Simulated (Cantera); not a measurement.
An isothermal, constant-pressure homogeneous reactor starts with CH4 : CO2 = 1 : 0.86 (molar parts), at 1448 K and 5.00 bar. Integrator tolerance rtol = 1e-08.

Computed with Cantera and GRI-Mech 3.0 (53 species, 325 reactions).

What does this change do: temperature 1448 to 2050 K?


```csv
quantity,before,after
x(CH4) at 6.00 s,0.156 (gas-phase equilibrium 0.0385),0.00277 (gas-phase equilibrium 0.00277)
x(CO2) at 6.00 s,0.108 (gas-phase equilibrium 0.000120),3.80e-6 (gas-phase equilibrium 3.84e-6)
x(C2H6) at 6.00 s,0.000344 (gas-phase equilibrium 8.46e-6),2.40e-7 (gas-phase equilibrium 2.40e-7)
x(HO2) at 6.00 s,<1e-12 (gas-phase equilibrium <1e-12),<1e-12 (gas-phase equilibrium <1e-12)
x(C2H) at 6.00 s,7.52e-10 (gas-phase equilibrium 1.88e-12),5.41e-7 (gas-phase equilibrium 5.41e-7)
x(CH3) at 6.00 s,2.97e-5 (gas-phase equilibrium 4.64e-6),7.69e-5 (gas-phase equilibrium 7.70e-5)
```
